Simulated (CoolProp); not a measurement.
A single-stage vapour-compression cycle with the fluid: evaporating at 219.15 K (dew point), condensing at 239.15 K (bubble point), superheat 8 K, subcooling 0 K, compressor efficiency 0.85, no pressure losses. The same conditions are run with several fluids, on thermodynamics alone (safety and materials aside).

Values from CoolProp's reference Helmholtz-energy equation of state of each fluid (dimethyl ether: Wu 2011; isobutane: Bücker 2006; R407C: Lemmon 2003; fluoroethane (R161): Wu 2012; R142b: Lemmon 2006; R22: Kamei 1995). Blends and air are pseudo-pure fits.

```
fluid                cooling COP  pressure ratio  discharge temperature (K)  refrigerating effect (kJ/kg)  volumetric capacity (kJ/m³)
-------------------  -----------  --------------  -------------------------  ----------------------------  ---------------------------
dimethyl ether              8.59            2.86                      269.8                           463                          266
isobutane                   8.69            2.89                      257.9                           369                          153
R407C                       6.11            3.95                      280.2                           232                          430
fluoroethane (R161)         8.53            2.67                      272.6                           411                          474
R142b                       8.65            3.10                      264.0                           229                          129
R22                         8.50            2.64                      273.4                           225                          549
```
